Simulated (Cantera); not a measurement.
A Cantera script and what it prints.

```python
import numpy as np
import cantera as ct

gas_names = """
    H2 TaO2 H2O2
""".split()
cond_names = """
    Ta2O5(s) Ta2O5(L)
""".split()


# ... load() reads the species with a 1 bar reference pressure and builds the phases ...
species = {s.name: s for s in load("nasa_gas.yaml", gas_names) + load("nasa_condensed.yaml", cond_names)}
# Each term lists the table entries of one substance; the one whose range holds T is used.
reactions = {
    '2 Ta2O5 + H2(g) = 4 TaO2(g) + H2O2(g)':
        [(-2, ['Ta2O5(s)', 'Ta2O5(L)']), (-1, ['H2']), (4, ['TaO2']), (1, ['H2O2'])],
}


def pick(names, T):
    return next(species[n] for n in names if species[n].thermo.min_temp <= T <= species[n].thermo.max_temp)


results = []
for label, terms in reactions.items():
    print(label)
    print("     T/K   dH/kJ  dS/(J/K)   dG/kJ   log10 K")
    for T in [1023, 1073, 1123, 1173, 1223, 1273, 1323, 1373, 1423, 1473, 1523]:
        used = [(nu, pick(names, T)) for nu, names in terms]
        dH = sum(nu * s.thermo.h(T) for nu, s in used) / 1e6
        dS = sum(nu * s.thermo.s(T) for nu, s in used) / 1e3
        dG = dH - T * dS / 1e3
        logK = -dG * 1e6 / (ct.gas_constant * T * np.log(10))
        results.append((label, T, dH, dS, dG, logK, [s.name for _, s in used]))
        print(f"{T:8g} {dH:8.1f} {dS:8.1f} {dG:8.1f} {logK:8.2f}")
```

It prints:

```
2 Ta2O5 + H2(g) = 4 TaO2(g) + H2O2(g)
     T/K   dH/kJ  dS/(J/K)   dG/kJ   log10 K
    1023   3081.7    822.1   2240.7  -114.41
    1073   3076.2    816.8   2199.7  -107.08
    1123   3070.6    811.7   2159.0  -100.42
    1173   3064.9    806.8   2118.5   -94.34
    1223   3059.2    802.0   2078.3   -88.76
    1273   3053.4    797.4   2038.3   -83.64
    1323   3047.6    792.9   1998.6   -78.91
    1373   3041.8    788.6   1959.1   -74.53
    1423   3035.9    784.4   1919.7   -70.47
    1473   3029.9    780.3   1880.6   -66.69
    1523   3024.0    776.3   1841.7   -63.16
```

Standard-state values (1 bar) from the NASA 1993 polynomials, evaluated with Cantera. Condensed species are held in their standard states even where they would react or evaporate.
